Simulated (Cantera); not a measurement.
# Adiabatic ignition

An adiabatic, constant-volume homogeneous reactor starts with 14.6 % CH₄, 0.802 % C₂H₆, 17.8 % O₂, 66.8 % N₂, at 1100 K and 1000000 Pa.

Model: GRI-Mech 3.0 (53 species, 325 reactions), integrated in Cantera.

| t (s) | T (K) | P (bar) | x CH₄ | x C₂H₆ | x O₂ | x H | x NO |
|---|---|---|---|---|---|---|---|
| 1.00e-6 | 1100 | 10.0 | 0.146 | 0.00802 | 0.178 | <1e-12 | <1e-12 |
| 3.88e-6 | 1100 | 10.0 | 0.146 | 0.00802 | 0.178 | <1e-12 | <1e-12 |
| 1.51e-5 | 1100 | 10.0 | 0.146 | 0.00802 | 0.178 | 1.75e-12 | <1e-12 |
| 5.85e-5 | 1100 | 10.00 | 0.146 | 0.00802 | 0.178 | 7.58e-12 | <1e-12 |
| 0.000227 | 1100 | 10.00 | 0.146 | 0.00802 | 0.178 | 6.15e-11 | <1e-12 |
| 0.000881 | 1100 | 10.0 | 0.146 | 0.00801 | 0.178 | 2.27e-9 | <1e-12 |
| 0.00342 | 1111 | 10.1 | 0.144 | 0.00766 | 0.176 | 3.54e-8 | <1e-12 |
| 0.0133 | 2669 | 27.9 | 2.15e-9 | <1e-12 | 8.05e-6 | 0.00341 | 0.000162 |
| 0.0515 | 2669 | 27.9 | 2.15e-9 | <1e-12 | 8.05e-6 | 0.00341 | 0.000162 |
| 0.200 | 2669 | 27.9 | 2.15e-9 | <1e-12 | 8.05e-6 | 0.00341 | 0.000162 |
x: mole fraction; the columns are a selection and need not sum to one.

| Item | Result |
|---|---|
| time of steepest temperature rise | 4.99 ms |
| temperature at 0.200 s | 2669 K |
| equilibrium temperature | 2669 K |
| x(CH₄) at 0.200 s | 2.15e-9 (gas-phase equilibrium 2.40e-9) |
| x(C₂H₆) at 0.200 s | <1e-12 (gas-phase equilibrium <1e-12) |
| x(O₂) at 0.200 s | 8.05e-6 (gas-phase equilibrium 8.05e-6) |
